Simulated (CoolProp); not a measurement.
Computed with CoolProp (reference Helmholtz-energy equation of state, Zhou 2016).

Question: For R245ca, give the phase and the Z, cv (kJ/(kg K)), speed of sound (m/s) at 364.4 K and 4550 kPa; 378 K and 4550 kPa; 396.2 K and 4550 kPa.

Answer: 
- 364.4 K and 4550 kPa: liquid; Z 0.165, cv 1.08, speed of sound 508
- 378 K and 4550 kPa: liquid; Z 0.164, cv 1.10, speed of sound 457
- 396.2 K and 4550 kPa: liquid; Z 0.166, cv 1.12, speed of sound 386
